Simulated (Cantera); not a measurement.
Input: 1 mol Cu₂O, 1.1 mol H₂, 0.78 mol H₂O, at 1.20 bar.

Equilibrium computed with Cantera from the NASA thermochemical tables; the gas is ideal and each condensed phase is pure. Candidate condensed phases: Cu, CuO, Cu(OH)₂, Cu₂O, H₂O; 12 gas species. Equilibrium is a limit: real reactors are often held back by kinetics, nucleation or transport.

x: gas mole fraction; n: condensed amount in mol.

| T (°C) | x H₂O | x H₂ | x Cu | x OH | x H | x O₂ | x Cu₂ | n Cu(s) | n Cu(l) |
|---|---|---|---|---|---|---|---|---|---|
| 827 | 0.947 | 0.0532 | 4.96e-10 | 4.32e-10 | (withheld) | <1e-12 | <1e-12 | 2.00 | 0 |
| 927 | 0.947 | 0.0532 | 1.02e-8 | 5.91e-9 | (withheld) | <1e-12 | <1e-12 | 2.00 | 0 |
| 1027 | 0.947 | 0.0532 | 1.31e-7 | 5.41e-8 | (withheld) | 1.99e-12 | 1.08e-11 | 2.00 | 0 |
| 1127 | 0.947 | 0.0532 | 1.12e-6 | 3.62e-7 | (withheld) | 5.39e-11 | 2.19e-10 | 0 | 2.00 |
| 1227 | 0.947 | 0.0532 | 6.85e-6 | 1.88e-6 | (withheld) | 9.45e-10 | 2.69e-9 | 0 | 2.00 |
| 1327 | 0.947 | 0.0532 | 3.31e-5 | 7.98e-6 | (withheld) | 1.16e-8 | 2.37e-8 | 0 | 2.00 |
| 1427 | 0.947 | 0.0532 | 0.000132 | 2.85e-5 | (withheld) | 1.07e-7 | 1.60e-7 | 0 | 2.00 |
| 1527 | 0.946 | 0.0532 | 0.000451 | 8.86e-5 | (withheld) | 7.66e-7 | 8.65e-7 | 0 | 2.00 |
| 1627 | 0.945 | 0.0532 | 0.00135 | 0.000244 | (withheld) | 4.47e-6 | 3.88e-6 | 0 | 2.00 |
| 1727 | 0.942 | 0.0532 | 0.00359 | 0.000606 | (withheld) | 2.18e-5 | 1.48e-5 | 0 | 1.99 |
| 1827 | 0.936 | 0.0532 | 0.00868 | 0.00137 | (withheld) | 9.05e-5 | 4.95e-5 | 0 | 1.98 |
| 1927 | 0.922 | 0.0536 | 0.0193 | 0.00286 | (withheld) | 0.000321 | 0.000147 | 0 | 1.96 |

Task: Some entries are withheld; supply them.

Result: 
- 827, x H: 5.44e-9
- 927, x H: 4.15e-8
- 1027, x H: 2.33e-7
- 1127, x H: 1.02e-6
- 1227, x H: 3.71e-6
- 1327, x H: 1.14e-5
- 1427, x H: 3.10e-5
- 1527, x H: 7.54e-5
- 1627, x H: 0.000167
- 1727, x H: 0.000342
- 1827, x H: 0.000656
- 1927, x H: 0.00119
